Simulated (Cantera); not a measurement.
# Thermodynamics of hydrogen reduction and annealing atmospheres, feed FeS + H2

Charge: 1 mol FeS, 2.6 mol H2, at 93.0 mbar.

These are equilibrium values from Cantera (NASA tables, ideal gas, pure condensed phases), not measurements of a reactor. Candidate condensed phases: Fe, FeS, FeS2, S; 8 gas species. Metal and sulfide melt together well below either melting point, which pure phases cannot show. Mutual solubility and eutectic melting of coexisting phases are not modelled. FeS: taken at fixed stoichiometry. Gases not in the tables: S3 to S7. Rates play no part.

From 600 K to 700 K the condensed part is FeS(s). From 800 K to 1100 K the condensed part is Fe(α) + FeS(s). From 1200 K to 1400 K the condensed part is Fe(γ) + FeS(s). From 1500 K to 1600 K the condensed part is Fe(γ) + FeS(l). At 1700 K the condensed part is Fe(δ) + FeS(l).

| T (K) | x H2 | x H2S | x S2 | x SH | x H | n FeS(s) | n Fe(α) | n Fe(γ) | n FeS(l) | n Fe(δ) |
|---|---|---|---|---|---|---|---|---|---|---|
| 600 | 1.000 | 5.30e-6 | <1e-12 | <1e-12 | <1e-12 | 1.000 | 0 | 0 | 0 | 0 |
| 700 | 1.000 | 3.70e-5 | <1e-12 | <1e-12 | <1e-12 | 1.000 | 0 | 0 | 0 | 0 |
| 800 | 1.000 | 0.000154 | <1e-12 | 2.18e-11 | 9.50e-12 | 1.000 | 0.000400 | 0 | 0 | 0 |
| 900 | 1.000 | 0.000459 | 1.12e-11 | 1.01e-9 | 3.83e-10 | 0.999 | 0.00119 | 0 | 0 | 0 |
| 1000 | 0.999 | 0.00110 | 7.06e-10 | 2.18e-8 | 7.44e-9 | 0.997 | 0.00286 | 0 | 0 | 0 |
| 1100 | 0.998 | 0.00228 | 2.18e-8 | 2.73e-7 | 8.47e-8 | 0.994 | 0.00592 | 0 | 0 | 0 |
| 1200 | 0.996 | 0.00421 | 3.86e-7 | 2.26e-6 | 6.46e-7 | 0.989 | 0 | 0.0110 | 0 | 0 |
| 1300 | 0.993 | 0.00705 | 4.40e-6 | 1.35e-5 | 3.61e-6 | 0.982 | 0 | 0.0184 | 0 | 0 |
| 1400 | 0.989 | 0.0109 | 3.47e-5 | 6.21e-5 | 1.59e-5 | 0.971 | 0 | 0.0286 | 0 | 0 |
| 1500 | 0.985 | 0.0146 | 0.000180 | 0.000216 | 5.73e-5 | 0 | 0 | 0.0396 | 0.960 | 0 |
| 1600 | 0.981 | 0.0171 | 0.000615 | 0.000577 | 0.000177 | 0 | 0 | 0.0492 | 0.951 | 0 |
| 1700 | 0.977 | 0.0196 | 0.00181 | 0.00137 | 0.000477 | 0 | 0 | 0 | 0.936 | 0.0640 |
x: gas mole fraction; n: condensed amount in mol.
